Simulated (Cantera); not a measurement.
An isothermal, constant-pressure homogeneous reactor starts with 0.358 % CH₃OH, 0.318 % O₂, 99.3 % N₂, equivalence ratio 1.7, at 900 K and 975 Torr.

Model: GRI-Mech 3.0 (53 species, 325 reactions), integrated in Cantera. GRI-Mech 3.0 was tuned for natural gas; its chemistry of methanol as a main component is partial and can be far from experiment. Below about 1000 K GRI-Mech 3.0 lacks low-temperature oxidation paths.

**Question.** Predict: x(O₂) at 100 s; x(H) at 100 s; x(H₂O) at 100 s.

**Answer.** x(O₂) at 100 s: 3.13e-5 (gas-phase equilibrium <1e-12)
x(H) at 100 s: 2.01e-8 (gas-phase equilibrium 5.98e-12)
x(H₂O) at 100 s: 0.00550 (gas-phase equilibrium 0.00377)
